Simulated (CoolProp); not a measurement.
Vapour-liquid equilibrium of hydrogen sulfide (1) + n-pentane (2) at -55.75 °C; x and y are mole fractions of (1).

Computed with CoolProp (multi-fluid Helmholtz-energy mixture model, Lemmon 2006 and Thol 2019; pair parameters Kunz 2012).

Question: Give the bubble pressure and the first vapour's composition at x = 0.05, 0.35, 0.8. Is there an azeotrope?

Answer: x = 0.05: 0.01295 MPa, y = 0.935; x = 0.35: 0.08775 MPa, y = 0.993; x = 0.8: 0.1099 MPa, y = 0.996. No azeotrope shows between x = 0.05 and 0.95.

Pair parameters are fitted to limited data, so mixtures are less certain than the pure fluids. With so large a gap from Raoult's law the liquid may split in two, which this calculation doesn't test in full.
